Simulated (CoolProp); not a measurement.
Vapour-liquid equilibrium of ethylene (1) + 1-butene (2) at 229.7 K; x and y are mole fractions of (1).

Model: multi-fluid Helmholtz-energy mixture model, Smukala 2000 and Lemmon 2005; pair parameters Bell 2016, in CoolProp.

```tsv
x	bubble pressure, mixture model (bar)	bubble pressure, Raoult's law (bar)	y, mixture model	y, Raoult's law
0.05	0.7810	0.8257	0.774	0.792
0.2	2.590	2.760	0.938	0.948
0.35	4.426	4.694	0.968	0.975
0.5	6.294	6.628	0.981	0.986
0.65	8.198	8.562	0.988	0.993
0.8	10.16	10.50	0.994	0.997
0.95	12.28	12.43	0.998	0.999
```

The largest gap from Raoult's law is -6.2 % in bubble pressure, at x = 0.2. No azeotrope shows between x = 0.05 and 0.95.

Pair parameters are fitted to limited data, so mixtures are less certain than the pure fluids.
